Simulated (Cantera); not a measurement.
**Hydrocarbon pyrolysis for carbon deposition**

An isothermal, constant-pressure homogeneous reactor starts with 9.09 % CH4, 90.9 % N2, at 1950 K and 86000 Pa.

Computed with Cantera and GRI-Mech 3.0 (53 species, 325 reactions). GRI-Mech 3.0 stops at C3 and has no aromatics, soot or wall deposition, so with more carbon than oxygen in the feed, carbon stays in small species such as C2H2 where larger ones or solid carbon would form.

```csv
t (s),x CH4,x CH2,x H2,x HCN,x C2H
8.00e-5,0.0851,4.29e-6,0.00415,1.36e-8,1.38e-8
0.000186,0.0680,8.95e-6,0.0226,2.65e-7,2.57e-7
0.000433,0.0408,6.75e-6,0.0635,1.66e-6,1.03e-6
0.00101,0.0214,4.09e-6,0.0936,4.35e-6,1.54e-6
0.00234,0.00974,2.26e-6,0.111,8.48e-6,1.89e-6
0.00544,0.00403,1.09e-6,0.119,1.36e-5,2.11e-6
0.0126,0.00163,4.78e-7,0.122,1.89e-5,2.23e-6
0.0294,0.000678,2.06e-7,0.124,2.44e-5,2.27e-6
0.0684,0.000306,9.42e-8,0.124,3.02e-5,2.29e-6
0.159,0.000179,5.54e-8,0.124,3.76e-5,2.30e-6
0.370,0.000156,4.84e-8,0.124,5.12e-5,2.30e-6
0.860,0.000155,4.81e-8,0.124,8.43e-5,2.30e-6
2.00,0.000155,4.81e-8,0.124,0.000165,2.30e-6
```
x: mole fraction; the columns are a selection and need not sum to one.

Equilibrium at this temperature and pressure: CH4 8.08e-5, CH2 2.50e-8, H2 0.125, HCN 0.0619, C2H 5.90e-7 (gas phase only).
